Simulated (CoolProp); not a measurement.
Ethylene along the isotherm 285.2 K: Z from the reference equation and from simpler models built on Tc = 282.4 K, pc = 5.042 MPa, ω = 0.087; each cubic takes its own stable root.

Computed with CoolProp (reference Helmholtz-energy equation of state, Smukala 2000).

```tsv
p (MPa)	phase	reference
0.0239	gas	0.9984
0.0404	gas	0.9974
0.0681	gas	0.9956
0.115	gas	0.9925
0.194	gas	0.9873
0.327	gas	0.9785
0.552	gas	0.9633
0.932	gas	0.9369
1.57	gas	0.8900
2.66	gas	0.8000
4.48	gas	0.5908
7.56	supercritical	0.2587
```

Task: How far does each simpler model (van der Waals, Peng-Robinson) lie from the reference over these 12 states: mean and median of the absolute difference, and the worst?

Result: 
- van der Waals: mean 4.0 %, median 0.3 %, worst +36.3 % at 285.2 K and 7.56 MPa
- Peng-Robinson: mean 1.1 %, median 0.4 %, worst +3.8 % at 285.2 K and 7.56 MPa
